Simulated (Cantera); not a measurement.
Formation from one mole of O2

Cantera with NASA thermochemical tables; ideal gases at 1 bar, condensed phases pure. Values are per mole of reaction as written; species without (g) are pure solids or liquids, kept so even where they would boil at 1 bar.

2 C + O2(g) = 2 CO(g)

```
T (K)  ΔH° (kJ)  ΔS° (J/K)  ΔG° (kJ)  log10 K
-----  --------  ---------  --------  -------
750      -221.4      179.6    -356.1    24.80
825      -222.1      178.7    -369.5    23.39
900      -222.8      177.8    -382.9    22.22
975      -223.7      176.9    -396.2    21.22
1050     -224.6      176.0    -409.4    20.37
1125     -225.5      175.2    -422.6    19.62
1200     -226.4      174.4    -435.7    18.96
1275     -227.4      173.6    -448.7    18.38
1350     -228.4      172.8    -461.7    17.86
1425     -229.4      172.1    -474.6    17.40
```

1.333 Ti + O2(g) = 0.6667 Ti2O3

| T (K) | ΔH° (kJ) | ΔS° (J/K) | ΔG° (kJ) | log10 K | condensed phases |
|---|---|---|---|---|---|
| 750 | -1005.3 | -178.3 | -871.6 | 60.70 | Ti(α), Ti2O3(s) |
| 825 | -1003.7 | -176.3 | -858.3 | 54.34 | Ti(α), Ti2O3(s) |
| 900 | -1002.2 | -174.5 | -845.1 | 49.05 | Ti(α), Ti2O3(s) |
| 975 | -1000.7 | -172.9 | -832.1 | 44.58 | Ti(α), Ti2O3(s) |
| 1050 | -999.3 | -171.6 | -819.2 | 40.75 | Ti(α), Ti2O3(s) |
| 1125 | -998.4 | -170.7 | -806.4 | 37.44 | Ti(α), Ti2O3(s) |
| 1200 | -1002.2 | -174.0 | -793.4 | 34.53 | Ti(β), Ti2O3(s) |
| 1275 | -1000.3 | -172.5 | -780.4 | 31.97 | Ti(β), Ti2O3(s) |
| 1350 | -998.6 | -171.2 | -767.5 | 29.70 | Ti(β), Ti2O3(s) |
| 1425 | -996.9 | -170.0 | -754.7 | 27.66 | Ti(β), Ti2O3(s) |

2 Si + O2(g) = 2 SiO(g)

```json
[
 {"T (K)": "750", "ΔH° (kJ)": "-206.9", "ΔS° (J/K)": "168.4", "ΔG° (kJ)": "-333.2", "log10 K": "23.21"},
 {"T (K)": "825", "ΔH° (kJ)": "-208.0", "ΔS° (J/K)": "167.0", "ΔG° (kJ)": "-345.8", "log10 K": "21.89"},
 {"T (K)": "900", "ΔH° (kJ)": "-209.2", "ΔS° (J/K)": "165.6", "ΔG° (kJ)": "-358.2", "log10 K": "20.79"},
 {"T (K)": "975", "ΔH° (kJ)": "-210.4", "ΔS° (J/K)": "164.3", "ΔG° (kJ)": "-370.6", "log10 K": "19.86"},
 {"T (K)": "1050", "ΔH° (kJ)": "-211.7", "ΔS° (J/K)": "163.1", "ΔG° (kJ)": "-382.9", "log10 K": "19.05"},
 {"T (K)": "1125", "ΔH° (kJ)": "-212.9", "ΔS° (J/K)": "161.9", "ΔG° (kJ)": "-395.1", "log10 K": "18.34"},
 {"T (K)": "1200", "ΔH° (kJ)": "-214.3", "ΔS° (J/K)": "160.8", "ΔG° (kJ)": "-407.2", "log10 K": "17.72"},
 {"T (K)": "1275", "ΔH° (kJ)": "-215.6", "ΔS° (J/K)": "159.7", "ΔG° (kJ)": "-419.2", "log10 K": "17.17"},
 {"T (K)": "1350", "ΔH° (kJ)": "-217.0", "ΔS° (J/K)": "158.6", "ΔG° (kJ)": "-431.1", "log10 K": "16.68"},
 {"T (K)": "1425", "ΔH° (kJ)": "-218.5", "ΔS° (J/K)": "157.6", "ΔG° (kJ)": "-443.0", "log10 K": "16.24"}
]
```

Nb + O2(g) = NbO2

```
T (K)  ΔH° (kJ)  ΔS° (J/K)  ΔG° (kJ)  log10 K
-----  --------  ---------  --------  -------
750      -789.9     -177.7    -656.7    45.73
825      -788.6     -175.9    -643.4    40.74
900      -787.0     -174.1    -630.3    36.58
975      -785.3     -172.3    -617.3    33.07
1050     -783.4     -170.4    -604.5    30.07
1125     -777.9     -165.4    -591.8    27.48
1200     -775.7     -163.5    -579.5    25.23
1275     -774.3     -162.4    -567.3    23.24
1350     -773.0     -161.4    -555.2    21.48
1425     -771.7     -160.4    -543.1    19.91
```
